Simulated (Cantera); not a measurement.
A closed system holds: 1 mol CH₂F₂, 0.22 mol Si, equilibrated at 1298.15 K and 0.350 bar.

These are equilibrium values from Cantera (NASA tables, ideal gas, pure condensed phases), not measurements of a reactor. Candidate condensed phases: C, C₆H₆, C₇H₈, C₈H₁₈, Si, SiC; 113 gas species. Equilibrium is a limit: real reactors are often held back by kinetics, nucleation or transport.

Base state: HF 0.629, H₂ 0.247, SiF₄ 0.124, CH₄ 0.000170 (mole fractions); condensed: C(graphite).

### Question
What changes in the equilibrium state with this change: CH₂F₂ replaced by CCl₄?

### Answer
```json
[
 {"species": "Cl₂", "before": "0", "after": "0.858"},
 {"species": "SiCl₄", "before": "0", "after": "0.122"},
 {"species": "Cl", "before": "0", "after": "0.0191"},
 {"species": "HF", "before": "0.629", "after": "0"},
 {"species": "H₂", "before": "0.247", "after": "0"},
 {"species": "SiF₄", "before": "0.124", "after": "0"},
 {"species": "CH₄", "before": "0.000170", "after": "0"},
 {"species": "CCl₄", "before": "0", "after": "0.000154"},
 {"species": "C(graphite), mol", "before": "1.000", "after": "1.000"}
]
```
Gases not in the tables: chlorinated aromatics.

### Question
What changes in the equilibrium state with this change: Si from 0.22 to 0.66 mol?

### Answer
```csv
species,before,after
H₂,0.247,0.660
SiF₄,0.124,0.326
SiHF₃,4.44e-6,0.00764
HF,0.629,0.00258
SiH₂F₂,<1e-9,8.56e-5
SiF₂,<1e-9,1.62e-5
SiF₃,2.36e-6,0.00248
CH₄,0.000170,0.00121
"C(graphite), mol",1.000,0.841
"SiC(s), mol",0,0.157
```
The tables' values for SiF₃, SiF₂ are old estimates; treat these amounts as uncertain.

### Question
What changes in the equilibrium state with this change: Si from 0.22 to 0.28 mol?

### Answer
| species | before | after |
|---|---|---|
| HF | 0.629 | 0.512 |
| H₂ | 0.247 | 0.325 |
| SiF₄ | 0.124 | 0.163 |
| CH₄ | 0.000170 | 0.000294 |
| C(graphite), mol | 1.000 | 0.999 |
